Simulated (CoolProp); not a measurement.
Vapour pressure (MPa) of chlorine: the reference equation beside estimates from Tc = 143.7 °C, pc = 7.642 MPa, ω = 0.070. Clausius-Clapeyron is anchored at -40.45 °C with a constant enthalpy of vaporisation of 20.61 kJ/mol.

The numbers come from the reference Helmholtz-energy equation of state, Thol 2021 in CoolProp.

```tsv
T (°C)	reference	Lee-Kesler	Clausius-Clapeyron	van der Waals	Soave-Redlich-Kwong
-45.15	0.06021	0.06242	0.06056	0.3807	0.06205
-40.45	0.07543	0.07785	0.07543	0.4320	0.07744
-35.65	0.09397	0.09659	0.09354	0.4891	0.09613
-30.95	0.1154	0.1182	0.1145	0.5500	0.1177
-26.15	0.1411	0.1441	0.1397	0.6173	0.1435
-21.35	0.1711	0.1742	0.1692	0.6900	0.1735
-16.65	0.2050	0.2081	0.2026	0.7666	0.2074
-11.85	0.2448	0.2479	0.2420	0.8507	0.2470
-7.15	0.2892	0.2921	0.2861	0.9387	0.2913
```

Absolute difference from the reference over all 9 rows, mean and median: Lee-Kesler 2.2 and 2.1 %, Clausius-Clapeyron 0.8 and 1.0 %, van der Waals 354.3 and 337.5 %, Soave-Redlich-Kwong 1.8 and 1.7 %.
